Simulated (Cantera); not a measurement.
What does this Cantera script print?

```python
import numpy as np
import cantera as ct

gas_names = """
    CL CLF CLF3 CL2 F F2 N NF NF2 NF3 N2 Si SiCL SiCL2 SiCL3 SiCL4 SiF SiF2 SiF3 SiF4 SiN Si2 Si2N Si3
""".split()
cond_names = """
    Si(cr) Si(L) Si3N4(a)
""".split()


# ... load() reads the species with a 1 bar reference pressure and builds the phases ...
atoms = {
    'Si': {'Si': 1},
    'Cl2': {'CL': 2},
    'N2': {'N': 2},
    'NF3': {'N': 1, 'F': 3},
}
top_T = {'Si3N4(a)': 2400}  # K; cautious upper limits of use, not melting points


# ... equilibrate(T, P, feed) seeds the gas with the atoms and calls Mixture.equilibrate('TP', solver="vcs", rtol=1e-11, max_steps=5000) ...
results = []
feed = {'Si': 1, 'Cl2': 2.9, 'N2': 4.6, 'NF3': 6.1}  # mol
P = 760  # Pa
for T in [550, 650, 750, 850, 950, 1050, 1150, 1250, 1350, 1450]:
    mix = equilibrate(T, P, feed)
    results.append((T, P, feed, dict(zip(mix.species_names, mix.species_moles))))

top = {s: max(r[3][s] / sum(r[3][g] for g in gas_names) for r in results) for s in gas_names}
cols = sorted((s for s in top if top[s] > 0.001), key=lambda s: -top[s])[:8]
seen = [c for c in cond_names if any(r[3].get(c, 0) > 1e-12 for r in results)]
print("log10 of partial pressures in bar; condensed amounts in mol")
print(f"{'T/K':>10s}" + "".join(f"{s[:9]:>10s}" for s in cols + seen))
for T, P, feed, n in results:
    ng = sum(n[g] for g in gas_names)
    print(f"{T:10.4g}" + "".join(f"{np.log10(max(n[s] / ng * P / 1e5, 1e-99)):10.3f}" for s in cols)
          + "".join(f"{n.get(c, 0):10.4g}" for c in seen))
```

Result:

```
log10 of partial pressures in bar; condensed amounts in mol
       T/K         F        N2       CLF        F2       NF3      SiF4        CL      CLF3
       550    -6.773    -2.519    -2.569    -4.561    -2.892    -3.319   -14.002    -4.063
       650    -4.986    -2.518    -2.579    -3.354    -3.008    -3.337   -12.086    -4.434
       750    -3.868    -2.514    -2.620    -2.863    -3.676    -3.382   -10.513    -5.127
       850    -3.205    -2.526    -2.645    -2.879    -4.775    -3.408    -9.104    -6.035
       950    -2.798    -2.555    -2.676    -3.126    -6.001    -3.439    -7.883    -6.995
      1050    -2.615    -2.583    -2.703    -3.624    -7.437    -3.467    -6.746    -8.068
      1150    -2.565    -2.593    -2.714    -4.239    -8.920    -3.477    -5.692    -9.145
      1250    -2.552    -2.597    -2.723    -4.815   -10.248    -3.480    -4.775   -10.105
      1350    -2.537    -2.603    -2.758    -5.299   -11.370    -3.487    -4.023   -10.943
      1450    -2.504    -2.620    -2.869    -5.680   -12.284    -3.503    -3.474   -11.707
```

Method: chemical equilibrium by Gibbs-energy minimisation in Cantera with the NASA 1993 tables (ideal gas, pure condensed phases).
